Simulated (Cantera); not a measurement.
## Ignition delay

Mixture: CO : H₂ : CH₄ : O₂ : N₂ = 1 : 0.079 : 0.03 : 0.908 : 3.42 (molar parts), equivalence ratio 0.66, at 9.87 atm, adiabatic and at constant pressure. Ignition delay is the time to a rise of 400 K.

Model: GRI-Mech 3.0 (53 species, 325 reactions), integrated in Cantera.

```json
[
 {"T0 (K)": "1250", "delay (ms)": "0.0478"},
 {"T0 (K)": "1325", "delay (ms)": "0.0215"},
 {"T0 (K)": "1400", "delay (ms)": "0.0126"},
 {"T0 (K)": "1475", "delay (ms)": "0.00874"},
 {"T0 (K)": "1550", "delay (ms)": "0.00676"}
]
```

* **apparent activation energy between 1400 and 1550 K**: 74 kJ/mol
